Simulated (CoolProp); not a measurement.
Values from CoolProp's reference Helmholtz-energy equation of state, de Reuck 1990.

Question: For fluorine, give the phase and the Z, cv (kJ/(kg K)), speed of sound (m/s), Joule-Thomson coefficient (K/MPa) at 183.7 K and 3.16 MPa.

Answer: 
- 183.7 K and 3.16 MPa: gas; Z 0.902, cv 0.595, speed of sound 227, Joule-Thomson coefficient 4.81
